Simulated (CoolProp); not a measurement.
The numbers come from the reference Helmholtz-energy equation of state, Lemmon 2006 in CoolProp. It is a short technical equation, of lower accuracy than the large ones.

Q: For R141b, give the phase and the isothermal compressibility (1/MPa), viscosity (µPa s), Prandtl number at 500 K and 9.36 MPa.

A: 
- 500 K and 9.36 MPa: supercritical; isothermal compressibility 0.0364, viscosity 69.6, Prandtl number 2.05

Viscosity comes from a separate model (Huber 2003), an estimate that may be off by 10 % or more. Thermal conductivity comes from a separate model (Huber 2003), an estimate that may be off by 10 % or more.
